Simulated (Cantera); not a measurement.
A freely propagating, adiabatic, planar premixed flame of CH₄ : C₂H₆ : O₂ : N₂ = 1 : 0.11 : 2.84 : 10.7 (molar parts), equivalence ratio 0.84, unburnt at 300 K and 100000 Pa; mixture-averaged transport, grid criteria slope 0.08 and curve 0.16, no radiation.

Cantera simulation using GRI-Mech 3.0 (53 species, 325 reactions); the numbers are that mechanism's predictions, not measurements. Burning velocities carry a grid error of a few per cent, more on coarse grids.

Q: How do the results move with these cheaper or finer settings: unity-Lewis-number transport; multicomponent transport; multicomponent+Soret transport; grid criteria slope 0.5, curve 1; grid criteria slope 0.25, curve 0.5; grid criteria slope 0.03, curve 0.06?

A: 
```csv
setting,laminar burning velocity,thermal thickness,peak x(H),peak x(HCO),grid points
as above,31.2 cm/s,0.491 mm,0.00351,2.72e-5,137
unity-Lewis-number transport,26.8 cm/s,0.510 mm,0.00466,2.92e-5,145
multicomponent transport,31.4 cm/s,0.497 mm,0.00355,2.74e-5,137
multicomponent+Soret transport,30.8 cm/s,0.501 mm,0.00348,2.68e-5,137
"grid criteria slope 0.5, curve 1",34.5 cm/s,0.535 mm,0.00370,2.68e-5,33
"grid criteria slope 0.25, curve 0.5",32.4 cm/s,0.504 mm,0.00357,2.72e-5,57
"grid criteria slope 0.03, curve 0.06",30.7 cm/s,0.488 mm,0.00346,2.69e-5,353
```
The base run took roughly 8 core-seconds.
Unity Lewis numbers drop preferential diffusion, which matters most where H2 and H carry the flame; Soret adds thermal diffusion.
